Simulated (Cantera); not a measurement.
An adiabatic, constant-pressure homogeneous reactor starts with 41.6 % H2, 12.2 % O2, 46.2 % N2, equivalence ratio 1.7, at 1325 K and 2.07 atm.

Detailed kinetics in Cantera: the H2/O2 subset of GRI-Mech 3.0, which has no nitrogen chemistry. The hydrogen kinetics of GRI-Mech 3.0 are dated; newer H2 mechanisms differ, most at raised pressure.

Question: Predict: time of steepest temperature rise; temperature at 0.500 s; equilibrium temperature; x(H2) at 0.500 s; x(O2) at 0.500 s; x(HO2) at 0.500 s; x(H2O) at 0.500 s; x(H2O2) at 0.500 s; x(OH) at 0.500 s; x(H) at 0.500 s.

Answer: 
- time of steepest temperature rise: 13.1 µs
- temperature at 0.500 s: 2816 K
- equilibrium temperature: 2816 K
- x(H2) at 0.500 s: 0.186 (gas-phase equilibrium 0.186)
- x(O2) at 0.500 s: 0.000512 (gas-phase equilibrium 0.000512)
- x(HO2) at 0.500 s: 6.33e-7 (gas-phase equilibrium 6.33e-7)
- x(H2O) at 0.500 s: 0.261 (gas-phase equilibrium 0.261)
- x(H2O2) at 0.500 s: 1.10e-7 (gas-phase equilibrium 1.10e-7)
- x(OH) at 0.500 s: 0.0104 (gas-phase equilibrium 0.0104)
- x(H) at 0.500 s: 0.0259 (gas-phase equilibrium 0.0259)
